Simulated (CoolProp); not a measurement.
The numbers come from the reference Helmholtz-energy equation of state, Lemmon 2006 in CoolProp. It is a short technical equation, of lower accuracy than the large ones.

Task: For acetone, give the phase and the cv (kJ/(kg K)), Joule-Thomson coefficient (K/MPa), expansivity (1/kK) at 215.65 °C and 1320 kPa; 249.65 °C and 1320 kPa.

Result: 
- 215.65 °C and 1320 kPa: gas; cv 1.80, Joule-Thomson coefficient 14.6, expansivity 3.42
- 249.65 °C and 1320 kPa: gas; cv 1.85, Joule-Thomson coefficient 11.2, expansivity 2.79
